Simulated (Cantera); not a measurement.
A perfectly stirred reactor is fed with 12.9 % CH3OH, 16.1 % O2, 71.0 % N2, equivalence ratio 1.2, at 1.48 atm; it is adiabatic with a 775 K inlet, and is followed from long to short residence time, starting on the burning branch (τ in s: 0.12, 0.041, 0.014, 0.0049, 0.0017, 0.0006, 0.00021, 7.4e-05, 2.6e-05).

Computed with Cantera and GRI-Mech 3.0 (53 species, 325 reactions). GRI-Mech 3.0 was tuned for natural gas; its chemistry of methanol as a main component is partial and can be far from experiment.

Problem. Predict: blow-out, bracketed by the residence times tried; x(CH3OH) at τ = 0.120 s; x(O2) at τ = 0.120 s; x(H) at τ = 0.120 s; x(HCN) at τ = 0.120 s; x(CH3OH) at τ = 1.70 ms; x(O2) at τ = 1.70 ms; x(H) at τ = 1.70 ms; x(HCN) at τ = 1.70 ms.

Solution. 
| Item | Value |
|---|---|
| blow-out, bracketed by the residence times tried | burning at 26.0 µs, the shortest tried |
| x(CH3OH) at τ = 0.120 s | 4.43e-7 |
| x(O2) at τ = 0.120 s | 0.000767 |
| x(H) at τ = 0.120 s | 0.00169 |
| x(HCN) at τ = 0.120 s | 1.14e-7 |
| x(CH3OH) at τ = 1.70 ms | 1.13e-5 |
| x(O2) at τ = 1.70 ms | 0.00516 |
| x(H) at τ = 1.70 ms | 0.00624 |
| x(HCN) at τ = 1.70 ms | 3.72e-7 |
